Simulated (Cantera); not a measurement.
What does this Cantera script print?

```python
import numpy as np
import cantera as ct

gas_names = """
    O2 CL2
""".split()
cond_names = """
    Ca(b) CaCL2(s) CaO(s)
""".split()


# ... load() reads the species with a 1 bar reference pressure and builds the phases ...
species = {s.name: s for s in load("nasa_gas.yaml", gas_names) + load("nasa_condensed.yaml", cond_names)}
T = 725
g = {n: (s.thermo.h(T) - T * s.thermo.s(T)) / (ct.gas_constant * T * np.log(10)) for n, s in species.items()}
valid = cond_names  # the entries whose range holds T


def stable(la, lb):
    # potentials (over RT ln 10) of the two non-metals from log10 p(O2) and log10 p(CL2) in bar
    mu = {}
    mu["O"] = (g["O2"] + la) / 2
    mu["Cl"] = (g["CL2"] + lb) / 2
    cost = {}
    for n in valid:
        c = species[n].composition
        cost[n] = (g[n] - sum(c.get(e, 0) * m for e, m in mu.items())) / c["Ca"]
    return min(cost, key=cost.get)


results = []
for lb in [0, -2.9, -5.8, -8.6, -11.5, -14.4, -17.2, -20.1, -23]:
    row = [stable(la, lb) for la in [-33, -31.4, -29.7, -28, -26.4, -24.8, -23.1, -21.5, -19.8, -18.2, -16.5, -14.8, -13.2, -11.6, -9.9, -8.2, -6.6, -5, -3.3, -1.7, 0]]
    results.append(row)
    print(f"{lb:6.1f}  " + " ".join(f"{valid.index(n):x}" for n in row))
print("key: " + ", ".join(f"{i:x} {n}" for i, n in enumerate(valid)))
```

Output:

```
   0.0  1 1 1 1 1 1 1 1 1 1 1 1 1 1 1 1 1 1 1 1 1
  -2.9  1 1 1 1 1 1 1 1 1 1 1 1 1 1 1 1 1 1 1 1 1
  -5.8  1 1 1 1 1 1 1 1 1 1 1 1 1 1 1 1 1 1 1 1 1
  -8.6  1 1 1 1 1 1 1 1 1 1 1 1 1 1 1 1 1 1 1 1 1
 -11.5  1 1 1 1 1 1 1 1 1 1 1 1 1 1 1 1 1 2 2 2 2
 -14.4  1 1 1 1 1 1 1 1 1 1 1 1 1 1 2 2 2 2 2 2 2
 -17.2  1 1 1 1 1 1 1 1 1 1 2 2 2 2 2 2 2 2 2 2 2
 -20.1  1 1 1 1 1 1 1 2 2 2 2 2 2 2 2 2 2 2 2 2 2
 -23.0  1 1 1 2 2 2 2 2 2 2 2 2 2 2 2 2 2 2 2 2 2
key: 0 Ca(b), 1 CaCL2(s), 2 CaO(s)
```

Cantera with NASA thermochemical tables; ideal gases at 1 bar, condensed phases pure. Not in the tables: oxide halides.
